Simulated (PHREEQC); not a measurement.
Acid rinse or clean (model solution)

Dissolve 90 mmol/kgw H2SO4, 25 mmol/kgw FeCl3 and 0.087 mmol/kgw CuCl2 at 53 °C. Closed to the air; pH follows from the charge balance.

All values are PHREEQC results (ion-association model, phreeqc.dat), not measurements.

Each row changes one thing in this solution. This is a speciation only: nothing precipitates in the calculation.

| case | pH | ionic strength (mol/kgw) | FeCl+2 (mol/kgw) | Fe+3 (mol/kgw) | FeOH+2 (mol/kgw) | FeCl2+ (mol/kgw) | SI of Goethite (FeOOH) | SI of Hematite (Fe2O3) |
|---|---|---|---|---|---|---|---|---|
| as made | 1.05 | 0.174 | 0.00218 | 0.00144 | 0.000199 | 9.02e-5 | +1.31 | +4.75 |
| H2SO4 from 0.09 to 0.18 mol/kgw | 0.80 | 0.276 | 0.00142 | 0.00102 | 7.59e-5 | 4.99e-5 | (withheld) | +2.76 |
| H2SO4 left out | 1.98 | 0.114 | 0.00734 | (withheld) | 0.00600 | 0.000327 | +4.72 | (withheld) |
| CuCl2 left out | 1.05 | 0.174 | 0.00218 | 0.00144 | 0.000199 | 8.98e-5 | +1.31 | +4.75 |
| H2SO4 from 0.09 to 0.018 mol/kgw | 1.57 | 0.102 | 0.00628 | 0.00393 | 0.00195 | 0.000296 | +3.43 | +8.99 |
| CuCl2 replaced by (CH3)4NCl at the same molality | 1.05 | 0.174 | 0.00218 | 0.00144 | 0.000199 | 9.00e-5 | +1.31 | +4.75 |

Q: Some entries are withheld; supply them.

A: 
- H2SO4 from 0.09 to 0.18 mol/kgw, SI of Goethite (FeOOH): +0.32
- H2SO4 left out, Fe+3 (mol/kgw): 0.00479
- H2SO4 left out, SI of Hematite (Fe2O3): +11.57

Some of these states are supersaturated (in Hematite (slow to form), Goethite (slow to form), for instance). Away from 25 °C the constants follow the database's enthalpies or fits; those with neither stay at their 25 °C values.
